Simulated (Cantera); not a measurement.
Input: 1 mol Fe2O3, a varied amount of H2O, 0.18 mol O2, at 1275 K and 0.100 bar.

These are equilibrium values from Cantera (NASA tables, ideal gas, pure condensed phases), not measurements of a reactor. Candidate condensed phases: Fe, FeO, Fe(OH)2, Fe(OH)3, Fe2O3, Fe3O4, H2O; 12 gas species. The numbers say what is thermodynamically allowed, not how fast it happens.

**Question.** At 0.042 mol H2O, list the 3 most abundant gas species with their mole fractions, and the condensed phases.

**Answer.** O2 0.811, H2O 0.189, OH 2.68e-5. Condensed: Fe2O3(s).
